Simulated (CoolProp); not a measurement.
Vapour-liquid equilibrium of dimethyl ether (1) + methanol (2) at 51.75 °C; x and y are mole fractions of (1).

Values from CoolProp's multi-fluid Helmholtz-energy mixture model, Wu 2011 and de Reuck 1993; pair parameters Bell 2016.

Give the bubble pressure and the first vapour's composition at x = 0.35, 0.5, 0.65. Is there an azeotrope?

x = 0.35: 0.6270 MPa, y = 0.918; x = 0.5: 0.7630 MPa, y = 0.939; x = 0.65: 0.8752 MPa, y = 0.953. No azeotrope shows between x = 0.05 and 0.95.

Pair parameters are fitted to limited data, so mixtures are less certain than the pure fluids. With so large a gap from Raoult's law the liquid may split in two, which this calculation doesn't test in full.
